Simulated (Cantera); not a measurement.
SiH4 + NH3 (silicon nitride deposition)

Charge: 1 mol SiH4, 41 mol NH3, at 57.0 Pa.

Equilibrium computed with Cantera from the NASA thermochemical tables; the gas is ideal and each condensed phase is pure. Candidate condensed phases: Si, Si3N4; 18 gas species. The tables' values for SiN are old estimates; treat these amounts as uncertain. Gases not in the tables: Si2H6 and higher silanes. Rates play no part.

From 925 K to 1525 K the condensed part is Si3N4(s). At 1625 K the condensed part is Si(s). From 1725 K to 1825 K the condensed part is Si(l). At 1925 K nothing is condensed.

```csv
T (K),x H2,x N2,x H,x Si,x SiH,x Si2N,x Si2,x SiN,n Si3N4(s),n Si(s),n Si(l)
925,0.762,0.238,9.52e-9,<1e-12,<1e-12,<1e-12,<1e-12,<1e-12,0.333,0,0
1025,0.762,0.238,1.59e-7,<1e-12,<1e-12,<1e-12,<1e-12,<1e-12,0.333,0,0
1125,0.762,0.238,1.62e-6,<1e-12,<1e-12,<1e-12,<1e-12,<1e-12,0.333,0,0
1225,0.762,0.238,1.14e-5,3.56e-11,9.51e-12,<1e-12,<1e-12,2.24e-12,0.333,0,0
1325,0.762,0.238,5.98e-5,6.06e-9,9.16e-10,9.10e-12,<1e-12,2.11e-10,0.333,0,0
1425,0.762,0.238,0.000249,4.97e-7,4.60e-8,2.50e-9,6.35e-11,1.04e-8,0.333,0,0
1525,0.761,0.238,0.000864,2.27e-5,1.37e-6,3.24e-7,2.37e-8,3.06e-7,0.333,0,0
1625,0.753,0.244,0.00257,0.000286,1.18e-5,4.55e-6,8.30e-7,2.65e-6,0,0.973,0
1725,0.749,0.243,0.00673,0.00178,5.26e-5,2.05e-5,8.49e-6,1.17e-5,0,0,0.838
1825,0.736,0.240,0.0158,0.00798,0.000174,6.01e-5,5.19e-5,3.84e-5,0,0,0.276
1925,0.717,0.237,0.0339,0.0112,0.000184,2.12e-5,3.53e-5,4.08e-5,0,0,0
```
x: gas mole fraction; n: condensed amount in mol.
